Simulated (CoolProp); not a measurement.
Aqueous potassium acetate as a coolant, at 13 °C, 1 atm.

Values from CoolProp's Melinder's fits for secondary coolants.

```
mass %  freezing point (°C)  density (kg/m³)  cp (kJ/(kg K))  viscosity (mPa s)  conductivity (W/(m K))
------  -------------------  ---------------  --------------  -----------------  ----------------------
5                      -2.0             1028           3.989               1.35                   0.570
8.2                    -3.6             1044           3.874               1.46                   0.560
11.4                   -5.3             1060           3.767               1.58                   0.549
14.7                   -7.3             1076           3.663               1.72                   0.539
17.9                   -9.5             1092           3.565               1.87                   0.528
21.1                  -12.2             1110           3.471               2.05                   0.518
24.3                  -15.4             1128           3.378               2.26                   0.508
27.6                  -19.5             1147           3.283               2.53                   0.498
30.8                  -24.4             1165           3.193               2.84                   0.489
34                    -30.0             1184           3.103               3.22                   0.479
37.3                  -36.5             1203           3.013               3.71                   0.470
```
